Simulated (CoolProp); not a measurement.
Vapour-liquid equilibrium of R143a (1) + isobutene (2) at 302.5 K; x and y are mole fractions of (1).

Values from CoolProp's multi-fluid Helmholtz-energy mixture model, Lemmon and Jacobsen 2000 and Lemmon 2005; pair parameters Bell 2016.

```
x     bubble pressure, mixture model (bar)  bubble pressure, Raoult's law (bar)  y, mixture model  y, Raoult's law
----  ------------------------------------  -----------------------------------  ----------------  ---------------
0.05                                 4.615                                4.004             0.259            0.176
0.2                                  7.177                                5.599             0.554            0.504
0.35                                 8.924                                7.194             0.672            0.686
0.5                                  10.28                                8.789             0.749            0.802
0.65                                 11.47                                10.38             0.815            0.883
0.8                                  12.62                                11.98             0.885            0.942
0.95                                 13.74                                13.57             0.968            0.987
```

The largest gap from Raoult's law is +28.2 % in bubble pressure, at x = 0.2. No azeotrope shows between x = 0.05 and 0.95.

Pair parameters are fitted to limited data, so mixtures are less certain than the pure fluids.
